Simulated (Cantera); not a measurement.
Mixture: C3H8 : O2 : N2 : CO2 = 1 : 7.94 : 23.8 : 5.1 (molar parts), equivalence ratio 0.63, at 25.0 bar, adiabatic and at constant volume. Ignition delay is the time to a rise of 400 K.

Detailed kinetics in Cantera: GRI-Mech 3.0 (53 species, 325 reactions). GRI-Mech 3.0 was tuned for natural gas; its chemistry of propane as a main component is partial and can be far from experiment. The pressure lies above the range GRI-Mech 3.0 was tuned for (to about 10 atm).

Q: Predict: delay at 1050 K; delay at 1200 K; delay at 1350 K; delay at 1500 K; apparent activation energy between 1425 and 1575 K.

A: 
- delay at 1050 K: 9.33 ms
- delay at 1200 K: 0.712 ms
- delay at 1350 K: 72.2 µs
- delay at 1500 K: 11.2 µs
- apparent activation energy between 1425 and 1575 K: 200 kJ/mol
